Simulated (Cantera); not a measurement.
**Stirred combustor or abatement burner**

A perfectly stirred reactor is fed with H2 : O2 : N2 = 1 : 0.714 : 2.69 (molar parts), at 1.00 atm; it is adiabatic with a 650 K inlet, and is followed from long to short residence time, starting on the burning branch (τ in s: 0.068, 0.036, 0.019, 0.01, 0.0054, 0.0029, 0.0015, 0.00081, 0.00043, 0.00023, 0.00012, 6.4e-05).

Model: GRI-Mech 3.0 (53 species, 325 reactions), integrated in Cantera.

```tsv
τ (s)	T (K)	x H2	x O2	x O	x H	x NO	x NO2
0.068	2264	0.00208	0.0521	0.00103	0.000411	0.00253	1.45e-6
0.036	2263	0.00227	0.0525	0.00112	0.000467	0.00165	9.34e-7
0.019	2258	0.00260	0.0528	0.00128	0.000572	0.00104	5.71e-7
0.010	2249	0.00318	0.0529	0.00157	0.000779	0.000657	3.39e-7
0.0054	2233	0.00412	0.0530	0.00203	0.00116	0.000429	2.00e-7
0.0029	2207	0.00560	0.0532	0.00278	0.00188	0.000278	1.12e-7
0.0015	2166	0.00786	0.0535	0.00397	0.00326	0.000170	5.72e-8
0.00081	2114	0.0106	0.0541	0.00550	0.00542	0.000107	3.01e-8
0.00043	2043	0.0140	0.0552	0.00748	0.00886	7.03e-5	1.69e-8
0.00023	1957	0.0178	0.0567	0.00975	0.0137	5.23e-5	1.12e-8
0.00012	1851	0.0218	0.0588	0.0122	0.0205	4.17e-5	8.27e-9
6.4e-5	1735	0.0261	0.0618	0.0142	0.0285	3.24e-5	6.15e-9
```
x: mole fraction; the columns are a selection and need not sum to one.
